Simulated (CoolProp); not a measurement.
Vapour-liquid equilibrium of carbonyl sulfide (1) + propane (2) at 296.7 K; x and y are mole fractions of (1).

Values from CoolProp's multi-fluid Helmholtz-energy mixture model, Lemmon 2006 and Lemmon 2009; pair parameters Bell 2016.

| x | bubble pressure, mixture model (kPa) | bubble pressure, Raoult's law (kPa) | y, mixture model | y, Raoult's law |
|---|---|---|---|---|
| 0.05 | 938.5 | 933.3 | 0.067 | 0.066 |
| 0.15 | 976.6 | 965.2 | 0.188 | 0.192 |
| 0.25 | 1011 | 997.1 | 0.300 | 0.310 |
| 0.35 | 1042 | 1029 | 0.404 | 0.420 |
| 0.45 | 1071 | 1061 | 0.504 | 0.524 |
| 0.55 | 1099 | 1093 | 0.602 | 0.622 |
| 0.65 | 1128 | 1124 | 0.696 | 0.714 |
| 0.75 | 1157 | 1156 | 0.788 | 0.802 |
| 0.85 | 1187 | 1188 | 0.876 | 0.884 |
| 0.95 | 1219 | 1220 | 0.960 | 0.962 |

The largest gap from Raoult's law is +1.4 % in bubble pressure, at x = 0.25. No azeotrope shows between x = 0.05 and 0.95.

The pair parameters rest on a limited set of measurements; away from them the model extrapolates.
